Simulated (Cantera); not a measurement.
Input: 1 mol SiCl4, 1.9 mol HCl, 1.9 mol H2, held at 1900000 Pa.

Method: chemical equilibrium by Gibbs-energy minimisation in Cantera with the NASA 1993 tables (ideal gas, pure condensed phases). Candidate condensed phases: Si; 19 gas species. The tables' values for SiCl3 are old estimates; treat these amounts as uncertain. Rates play no part. All values below are at 1473 K.

Base state: HCl 0.418, H2 0.375, SiCl4 0.185, SiHCl3 0.0156, SiCl3 0.00611, SiCl2 0.000691, SiH2Cl2 0.000206 (mole fractions); condensed: gas only.

Q: What changes in the equilibrium state with this change: H2 from 1.9 to 9.3 mol?

A: 
```json
[
 {"species": "H2", "before": "0.375", "after": "0.732"},
 {"species": "HCl", "before": "0.418", "after": "0.186"},
 {"species": "SiCl4", "before": "0.185", "after": "0.0533"},
 {"species": "SiHCl3", "before": "0.0156", "after": "0.0197"},
 {"species": "SiH3Cl", "before": "7.93e-7", "after": "1.92e-5"},
 {"species": "SiH2Cl2", "before": "0.000206", "after": "0.00114"},
 {"species": "SiCl2", "before": "0.000691", "after": "0.00195"},
 {"species": "SiCl3", "before": "0.00611", "after": "0.00552"}
]
```
